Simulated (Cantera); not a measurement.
Cantera run, input and output.

```python
import numpy as np
import cantera as ct

gas = ct.Solution("gri30.yaml")
gas.TPX = 775, 101325, {'CH4': 1, 'CO': 0.13, 'O2': 1.88, 'N2': 7.06}
inlet = ct.Reservoir(gas, clone=True)
gas.equilibrate("HP")  # start burning
reactor = ct.IdealGasConstPressureReactor(gas, energy="on", clone=False)
exhaust = ct.Reservoir(gas, clone=True)
tau = [0.13, 0.047, 0.017, 0.0065, 0.0024, 0.00089, 0.00033, 0.00012, 4.5e-05, 1.7e-05][0]
for a, b in ((inlet, reactor), (reactor, exhaust)):
    ct.MassFlowController(a, b, mdot=lambda t: reactor.mass / tau)
net = ct.ReactorNet([reactor])
show = ['CH4', 'CO', 'O2', 'CH2', 'CH2CO']

rows = []
print(f"{'tau/s':>10s}{'T/K':>9s}" + "".join(f"{s:>11s}" for s in show))
for tau in [0.13, 0.047, 0.017, 0.0065, 0.0024, 0.00089, 0.00033, 0.00012, 4.5e-05, 1.7e-05]:
    net.initial_time = 0.0
    net.advance(30 * tau)
    before = gas.X
    net.advance(40 * tau)
    drift = np.max(np.abs(gas.X - before) / (gas.X + 1e-9))
    rows.append([gas.T, *gas[show].X, drift])
    print(f"{tau:10.3e}{gas.T:9.1f}" + "".join(f"{x:11.3e}" for x in gas[show].X))
```

Output:

```
     tau/s      T/K        CH4         CO         O2        CH2      CH2CO
 1.300e-01   2461.0  1.103e-06  3.577e-02  4.263e-03  7.673e-08  4.806e-10
 4.700e-02   2455.1  2.870e-06  3.610e-02  4.640e-03  2.000e-07  1.268e-09
 1.700e-02   2440.3  7.022e-06  3.693e-02  5.454e-03  4.859e-07  3.192e-09
 6.500e-03   2411.2  1.530e-05  3.850e-02  6.857e-03  1.020e-06  7.227e-09
 2.400e-03   2360.0  3.274e-05  4.107e-02  9.084e-03  1.974e-06  1.618e-08
 8.900e-04   2289.9  7.051e-05  4.423e-02  1.195e-02  3.561e-06  3.759e-08
 3.300e-04   2209.9  1.621e-04  4.769e-02  1.529e-02  6.487e-06  1.049e-07
 1.200e-04   2127.9  4.260e-04  5.220e-02  1.970e-02  1.320e-05  4.271e-07
 4.500e-05   2037.3  1.391e-03  6.077e-02  2.841e-02  3.264e-05  3.094e-06
 1.700e-05    775.0  9.930e-02  1.291e-02  1.867e-01  4.264e-27 -9.202e-19
```

Detailed kinetics in Cantera: GRI-Mech 3.0 (53 species, 325 reactions).
